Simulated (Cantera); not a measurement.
Mixture: 12.1 % CH4, 20.2 % O2, 64.5 % N2, 2.78 % CO2, 0.375 % H2, equivalence ratio 1.2, at 101000 Pa, adiabatic and at constant pressure. Ignition delay is the time to a rise of 400 K.

Detailed kinetics in Cantera: GRI-Mech 3.0 (53 species, 325 reactions).

Q: Predict: delay at 1150 K; delay at 1200 K; delay at 1250 K; delay at 1300 K; delay at 1350 K; delay at 1400 K; apparent activation energy between 1300 and 1400 K.

A: 
- delay at 1150 K = 62.5 ms
- delay at 1200 K = 32.1 ms
- delay at 1250 K = 16.8 ms
- delay at 1300 K = 9.00 ms
- delay at 1350 K = 4.94 ms
- delay at 1400 K = 2.80 ms
- apparent activation energy between 1300 and 1400 K = 180 kJ/mol
